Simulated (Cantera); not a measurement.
An isothermal, constant-pressure homogeneous reactor starts with 47.6 % C2H6, 52.4 % N2, at 1673 K and 0.987 atm.

Cantera simulation using GRI-Mech 3.0 (53 species, 325 reactions); the numbers are that mechanism's predictions, not measurements. GRI-Mech 3.0 stops at C3 and has no aromatics, soot or wall deposition, so with more carbon than oxygen in the feed, carbon stays in small species such as C2H2 where larger ones or solid carbon would form.

Problem. Predict: x(C2H6) at 3.00 s; x(CH3) at 3.00 s; x(C2H) at 3.00 s; x(C2H4) at 3.00 s; x(CH2) at 3.00 s; x(H2) at 3.00 s.

Solution. 
* **x(C2H6) at 3.00 s**: 7.83e-6 (gas-phase equilibrium 6.09e-6)
* **x(CH3) at 3.00 s**: 8.24e-5 (gas-phase equilibrium 7.27e-5)
* **x(C2H) at 3.00 s**: 1.93e-7 (gas-phase equilibrium 1.47e-7)
* **x(C2H4) at 3.00 s**: 0.00641 (gas-phase equilibrium 0.00495)
* **x(CH2) at 3.00 s**: 1.40e-8 (gas-phase equilibrium 1.23e-8)
* **x(H2) at 3.00 s**: 0.460 (gas-phase equilibrium 0.464)
